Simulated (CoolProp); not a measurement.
Normal hydrogen at 293.15 K and 0.108 MPa is throttled through a valve to 0.0251 MPa with no heat exchange. Each further row changes one setting.

Computed with CoolProp (reference Helmholtz-energy equation of state, Leachman 2009).

```json
[
 {"case": "as stated", "final density (kg/m³)": "0.0208"},
 {"case": "outlet pressure 0.00753 MPa", "final density (kg/m³)": "0.00623"},
 {"case": "outlet pressure 0.0326 MPa", "final density (kg/m³)": "0.0270"}
]
```
